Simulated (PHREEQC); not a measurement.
# Metal-bearing waste water

Dissolve 0.0012 mol FeCl3 and 0.0093 mol NaCl per kg of water at 20 °C. Closed to the air; pH follows from the charge balance.

Model: ion-association model, wateq4f.dat, run in PHREEQC.

```json
{
 "pH": "3.01",
 "ionic_strength": "0.0146 mol/kgw",
 "total_alkalinity": "-2.40 meq/kg"
}
```

| species | molality | activity | log γ |
|---|---|---|---|
| Cl- | 0.0129 | 0.0114 | -0.053 |
| Na+ | 0.00930 | 0.00826 | -0.052 |
| H+ | 0.00108 | 0.000970 | -0.045 |
| FeOH+2 | 0.000695 | 0.000434 | -0.204 |
| Fe+3 | 0.000224 | 8.80e-5 | -0.405 |
| Fe(OH)2+ | 0.000137 | 0.000122 | -0.050 |
| Fe2(OH)2+4 | 4.30e-5 | 6.27e-6 | -0.836 |

Precipitation was switched off in this run. Saturation is exceeded, for instance for Fe(OH)3(a), Hematite (slow to form); the values hold only as long as no solid forms.
